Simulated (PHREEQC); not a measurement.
A PHREEQC input (ion-association model, wateq4f.dat):

```
SOLUTION 1
  temp 71
  units mg/kgw
  pH 7.89
  pe 9.9
  Na 26.2
  K 0.0213
  Ca 116
  Mg 84.9
  Cl 123
  S(6) 3.56 as SO4
  Alkalinity 673
  Pb 0.386
END
USE solution 1
EQUILIBRIUM_PHASES 1
  Quartz 0 0.5
  CO2(g) -2 10
END
```

The run finishes without an error or a warning.

Its last state differs from that of the intended input:

```tsv
quantity	as run	intended
pH	8.13	8.05
ionic strength (mol/kgw)	0.0180	0.0175
HCO3- (mol/kgw)	0.0106	0.00880
CaCO3 (mol/kgw)	0.000666	0.000508
MgCO3 (mol/kgw)	0.000292	0.000213
CO3-2 (mol/kgw)	0.000160	0.000111
SI of Quartz (SiO2)	+0.00	-0.00
SI of Pb(OH)2 (Pb(OH)2)	+0.39	+0.43
```

### Question
One thing in the input isn't as intended. What explains the difference?

### Answer
This is not unique; one that fits is The fault: 'as HCO3' left off the alkalinity, which is then read as CaCO3.
